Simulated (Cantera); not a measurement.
Charge: 1 mol Si, 0.24 mol H2O, equilibrated at 13300 Pa.

Method: chemical equilibrium by Gibbs-energy minimisation in Cantera with the NASA 1993 tables (ideal gas, pure condensed phases). Candidate condensed phases: H2O, Si, SiO2; 18 gas species. Mutual solubility and eutectic melting of coexisting phases are not modelled. The tables hold silica as quartz up to 1696 K and as liquid above; real silica turns to tridymite and cristobalite and melts near 1996 K. Rates play no part.

Over these rows the condensed part is Si(s) + SiO2(β-quartz). Partial pressures as log10 of bar:

```tsv
T (K)	1000/T (1/K)	log p SiO	log p H2
1075	0.9302	-8.02	-0.88
1125	0.8889	?	-0.88
1175	0.8511	-6.59	-0.88
1225	0.8163	-5.96	-0.88
1275	0.7843	-5.39	-0.88
1325	0.7547	-4.86	-0.88
```

Task: Fit log p(SiO) = a + b·(1000/T) to the five rows, give the apparent enthalpy, and predict the row at 1125 K.

Result: Means: 1000/T = 0.8273, log p = -6.164. Sxy = -0.331318, Sxx = 0.0183956, so b = -18.01 and a = -6.164 − (-18.01)×0.8273 = 8.74.
Apparent enthalpy: −19.145 × (-18.01) = 345 kJ/mol. The condensed phases alone fix this pressure, through 1/2 Si(s) + 1/2 SiO2(β-quartz) = SiO(g), so the slope is that reaction's ΔH° and the other gases don't enter. The five rows lie within 0.01 of the line.
Prediction at 1125 K: 8.74 + (-18.01)×0.8889 = -7.27. The computed value is -7.27, 0.00 from the line.
